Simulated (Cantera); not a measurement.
Low-pressure radical oxidation in H2/O2

A perfectly stirred reactor is fed with 9.91 % H2, 90.1 % O2, equivalence ratio 0.055, at 0.0267 bar; it is held at 1225 K, and followed from long to short residence time.

Computed with Cantera and GRI-Mech 3.0 (53 species, 325 reactions). Radical loss at walls, strong at low pressure, is not modelled. The temperature is held fixed by assumption; the heat of reaction is taken as removed at once.

```csv
τ (s),x H2,x O2,x H2O2,x OH,x H2O,x O
1.4,0.000156,0.894,1.63e-7,0.00103,0.103,0.00114
0.52,0.000289,0.893,2.12e-7,0.00143,0.103,0.00217
0.20,0.000516,0.891,2.63e-7,0.00197,0.102,0.00401
0.075,0.000926,0.887,3.15e-7,0.00271,0.101,0.00737
0.028,0.00164,0.880,3.60e-7,0.00369,0.0981,0.0130
0.011,0.00279,0.871,3.94e-7,0.00482,0.0940,0.0209
0.0041,0.00483,0.859,4.27e-7,0.00615,0.0873,0.0302
```
x: mole fraction; the columns are a selection and need not sum to one.
